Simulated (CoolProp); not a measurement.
Aqueous potassium formate as a coolant, at 29 °C, 1 atm.

Model: Melinder's fits for secondary coolants, in CoolProp.

```tsv
mass %	freezing point (°C)	Prandtl number	density (kg/m³)	conductivity (W/(m K))	viscosity (mPa s)
3	-1.3	5.87	1015	0.606	0.875
6.2	-2.9	6.08	1034	0.598	0.921
9.3	-4.5	6.22	1053	0.591	0.959
12.5	-6.4	6.37	1072	0.585	1.000
15.7	-8.5	6.55	1092	0.579	1.05
18.8	-10.7	6.78	1111	0.574	1.11
22	-13.3	7.08	1132	0.568	1.18
25.1	-16.0	7.41	1153	0.562	1.26
28.3	-19.3	7.77	1174	0.556	1.35
31.5	-22.9	8.15	1197	0.549	1.44
34.6	-26.9	8.54	1219	0.541	1.53
```
